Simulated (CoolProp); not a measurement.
Dodecamethylpentasiloxane (MD3M) along the isotherm 620 K: density (kg/m³) from the reference equation and from simpler models built on Tc = 628.0 K, pc = 9.540 bar, ω = 0.730; each cubic takes its own stable root.

Computed with CoolProp (reference Helmholtz-energy equation of state, Thol 2019).

```csv
p (bar),phase,reference
0.341,gas,2.582
0.681,gas,5.231
1.02,gas,7.952
1.36,gas,10.77
1.7,gas,13.68
2.04,gas,16.69
2.38,gas,19.81
2.73,gas,23.15
3.07,gas,26.53
3.41,gas,30.06
3.75,gas,33.75
4.09,gas,37.62
4.43,gas,41.70
4.77,gas,46.01
```

### Question
How far does each simpler model (ideal gas, van der Waals, Soave-Redlich-Kwong) lie from the reference over these 14 states: mean and median of the absolute difference, and the worst?

### Answer
- ideal gas: mean 11.5 %, median 11.1 %, worst -22.6 % at 620 K and 4.77 bar
- van der Waals: mean 2.7 %, median 2.5 %, worst -5.6 % at 620 K and 4.77 bar
- Soave-Redlich-Kwong: mean 1.0 %, median 0.9 %, worst -2.1 % at 620 K and 4.77 bar
